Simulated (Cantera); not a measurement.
A freely propagating, adiabatic, planar premixed flame of CH3OH : O2 : N2 = 1 : 1.67 : 6.27 (molar parts), unburnt at 625 K and 3.20 bar; mixture-averaged transport, grid criteria slope 0.08 and curve 0.16, no radiation.

Computed with Cantera and GRI-Mech 3.0 (53 species, 325 reactions). GRI-Mech 3.0 was tuned for natural gas; its chemistry of methanol as a main component is partial and can be far from experiment. Burning velocities carry a grid error of a few per cent, more on coarse grids.

x: mole fraction of selected species; z is measured from the peak of heat release.

```csv
z (mm),T (K),u (m/s),x CH3OH,x O2,x H2,x NO,x HCN,x O
-0.334,625,0.986,0.112,0.186,0.00148,<1e-8,<1e-8,<1e-8
-0.222,628,0.993,0.111,0.186,0.00382,<1e-8,<1e-8,<1e-8
-0.167,638,1.01,0.110,0.184,0.00639,<1e-8,<1e-8,<1e-8
-0.111,(withheld),1.11,0.107,0.178,0.0108,2.95e-8,<1e-8,<1e-8
-0.0556,(withheld),1.63,0.0818,0.150,0.0177,3.24e-7,1.54e-8,1.56e-8
-0.0278,(withheld),2.25,0.0460,0.117,0.0216,1.14e-6,3.68e-8,4.42e-6
0,(withheld),2.99,0.00570,0.0772,0.0218,3.01e-6,7.51e-8,0.000459
0.0278,1890,3.27,2.92e-5,0.0532,0.0139,5.37e-6,6.96e-8,0.00275
0.0556,1970,3.39,5.53e-8,0.0420,0.0103,8.05e-6,2.81e-8,0.00367
0.111,2074,3.53,<1e-8,0.0339,0.00871,1.32e-5,<1e-8,0.00333
0.222,2182,3.69,<1e-8,0.0286,0.00686,2.20e-5,<1e-8,0.00225
0.445,2270,3.82,<1e-8,0.0247,0.00463,3.62e-5,<1e-8,0.00129
0.890,2325,3.90,<1e-8,0.0222,0.00308,5.80e-5,<1e-8,0.000772
```

### Question
Some entries are withheld; supply them.

### Answer

- -0.111, T (K): 694
- -0.0556, T (K): 989
- -0.0278, T (K): 1332
- 0, T (K): 1729
